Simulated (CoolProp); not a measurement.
The fluid at 243.19 K and 0.0368 MPa is compressed adiabatically to 0.264 MPa with isentropic efficiency 0.7. The same conditions are run with several fluids, on thermodynamics alone (safety and materials aside).

Computed with CoolProp (reference Helmholtz-energy equation of state of each fluid (R124: de Vries 1995; R13: Platzer 1990; hydrogen sulfide: Lemmon 2006; ammonia: Gao 2020; carbonyl sulfide: Lemmon 2006)). The equations of Platzer and Polt are older, rougher fits.

```json
[
 {"fluid": "R124", "work (kJ/kg)": "[?]", "final temperature (K)": "310.7", "final density (kg/m³)": "[?]"},
 {"fluid": "R13", "work (kJ/kg)": "[?]", "final temperature (K)": "342.2", "final density (kg/m³)": "9.84"},
 {"fluid": "hydrogen sulfide", "work (kJ/kg)": "[?]", "final temperature (K)": "452.7", "final density (kg/m³)": "2.40"},
 {"fluid": "ammonia", "work (kJ/kg)": "[?]", "final temperature (K)": "[?]", "final density (kg/m³)": "[?]"},
 {"fluid": "carbonyl sulfide", "work (kJ/kg)": "116", "final temperature (K)": "407.8", "final density (kg/m³)": "4.73"}
]
```

Question: Some entries are withheld; supply them.

Answer: 
- R124, work (kJ/kg): 44.0
- R124, final density (kg/m³): 14.9
- R13, work (kJ/kg): 61.6
- hydrogen sulfide, work (kJ/kg): 213
- ammonia, work (kJ/kg): 421
- ammonia, final temperature (K): 437.6
- ammonia, final density (kg/m³): 1.24
